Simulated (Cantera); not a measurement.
Feed: 1 mol SiCl₄, 0.4 mol C₂H₄, 19 mol H₂, 2 mol HCl, at 998.15 K and 0.0700 bar.

Equilibrium computed with Cantera from the NASA thermochemical tables; the gas is ideal and each condensed phase is pure. Candidate condensed phases: C, C₆H₆, C₇H₈, C₈H₁₈, Si, SiC; 109 gas species. The tables' values for SiCl₃ are old estimates; treat these amounts as uncertain. Kinetics and transport are ignored.

Base state: H₂ 0.841, HCl 0.117, SiCl₄ 0.0350, CH₄ 0.00483, SiHCl₃ 0.00175, SiCl₃ 0.000123, SiCl₂ 1.05e-5 (mole fractions); condensed: C(graphite) + SiC(s).

**Question.** What changes in the equilibrium state with this change: C₂H₄ from 0.4 to 0.013 mol?

**Answer.** 
```
species             before     after
----------------  --------  --------
H₂                   0.841     0.860
HCl                  0.117    0.0939
SiCl₄               0.0350    0.0425
CH₄                0.00483   0.00118
SiH₂Cl₂            9.44e-6   1.85e-5
SiCl₂              1.05e-5   2.02e-5
SiHCl₃             0.00175   0.00270
SiCl₃             0.000123  0.000187
C(graphite), mol     0.534         0
SiC(s), mol          0.156         0
```
